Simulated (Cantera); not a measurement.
## Thermodynamics of aluminium nitride and oxide growth, feed Al + N₂O + H₂

Feed: 1 mol Al, a varied amount of N₂O, 120 mol H₂, at 1177 °C and 42.0 Pa.

Cantera equilibrium calculation (NASA polynomials, part measured and part estimated; ideal gas, pure solids and liquids). Candidate condensed phases: Al, AlN, Al₂O₃, H₂O; 35 gas species. Mutual solubility and eutectic melting of coexisting phases are not modelled. Rates play no part.

From 0.79 mol N₂O to 1.3 mol N₂O the condensed part is AlN(s) + Al₂O₃(s). From 2.1 mol N₂O to 14 mol N₂O the condensed part is Al₂O₃(s).

```json
[
 {"n(N₂O) (mol)": "0.79", "x H₂": "0.995", "x N₂": "0.00460", "x H₂O": "2.35e-7", "x H": "0.000460", "x Al": "1.82e-5", "x Al₂O": "1.18e-6", "x OH": "2.61e-12", "n AlN(s)": "0.471", "n Al₂O₃(s)": "0.263"},
 {"n(N₂O) (mol)": "1.3", "x H₂": "0.989", "x N₂": "0.0102", "x H₂O": "3.05e-7", "x H": "0.000459", "x Al": "1.22e-5", "x Al₂O": "6.95e-7", "x OH": "3.39e-12", "n AlN(s)": "0.132", "n Al₂O₃(s)": "0.433"},
 {"n(N₂O) (mol)": "2.1", "x H₂": "0.977", "x N₂": "0.0172", "x H₂O": "0.00491", "x H": "0.000456", "x Al": "5.88e-12", "x Al₂O": "<1e-12", "x OH": "5.50e-8", "n AlN(s)": "0", "n Al₂O₃(s)": "0.500"},
 {"n(N₂O) (mol)": "3.3", "x H₂": "0.958", "x N₂": "0.0268", "x H₂O": "0.0146", "x H": "0.000452", "x Al": "1.11e-12", "x Al₂O": "<1e-12", "x OH": "1.65e-7", "n AlN(s)": "0", "n Al₂O₃(s)": "0.500"},
 {"n(N₂O) (mol)": "5.3", "x H₂": "0.927", "x N₂": "0.0423", "x H₂O": "0.0303", "x H": "0.000444", "x Al": "<1e-12", "x Al₂O": "<1e-12", "x OH": "3.48e-7", "n AlN(s)": "0", "n Al₂O₃(s)": "0.500"},
 {"n(N₂O) (mol)": "8.6", "x H₂": "0.878", "x N₂": "0.0669", "x H₂O": "0.0552", "x H": "0.000432", "x Al": "<1e-12", "x Al₂O": "<1e-12", "x OH": "6.52e-7", "n AlN(s)": "0", "n Al₂O₃(s)": "0.500"},
 {"n(N₂O) (mol)": "14", "x H₂": "0.802", "x N₂": "0.104", "x H₂O": "0.0933", "x H": "0.000413", "x Al": "<1e-12", "x Al₂O": "<1e-12", "x OH": "1.15e-6", "n AlN(s)": "0", "n Al₂O₃(s)": "0.500"}
]
```
x: gas mole fraction; n: condensed amount in mol.
